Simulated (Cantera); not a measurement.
Input: 1 mol Si(CH3)4, 1.2 mol C2H2, 250 mol H2, equilibrated at 13.3 mbar.

These are equilibrium values from Cantera (NASA tables, ideal gas, pure condensed phases), not measurements of a reactor. Candidate condensed phases: C, C6H6, C7H8, C8H18, Si, SiC; 87 gas species. Gases not in the tables: Si2H6 and higher silanes. Rates play no part.

x: gas mole fraction; n: condensed amount in mol.

```
T (K)   x H2       x H  x C2H2 (acetylene)      x Si     x CH4  n C(graphite)  n SiC(s)
-----  -----  --------  ------------------  --------  --------  -------------  --------
1025   0.999   3.77e-8             2.21e-9    <1e-12  0.000978           5.15      1.00
1175   1.000         …                   …    <1e-12         …           5.33      1.00
1325   1.000   1.42e-5             8.51e-7  2.38e-11   8.95e-5           5.38      1.00
1475   1.000         …                   …         …         …           5.39     1.000
1625   0.999  0.000611             3.55e-5   1.40e-7   1.96e-5           5.38     1.000
1775   0.997   0.00250            0.000142   3.53e-6   1.11e-5           5.32     0.999
1925   0.991   0.00824            0.000454   5.36e-5   6.84e-6           5.18     0.983
2075   0.975    0.0228             0.00121  0.000547   4.45e-6           4.92     0.826
2225   0.939    0.0544             0.00276   0.00299   2.93e-6           4.72         0
2375   0.877     0.114             0.00544   0.00294   1.90e-6           3.08         0
```

### Question
Fill in the missing entries.

### Answer

- 1175, x H: 1.06e-6
- 1175, x C2H2 (acetylene): 6.37e-8
- 1175, x CH4: 0.000255
- 1475, x H: 0.000112
- 1475, x C2H2 (acetylene): 6.67e-6
- 1475, x Si: 2.85e-9
- 1475, x CH4: 3.87e-5
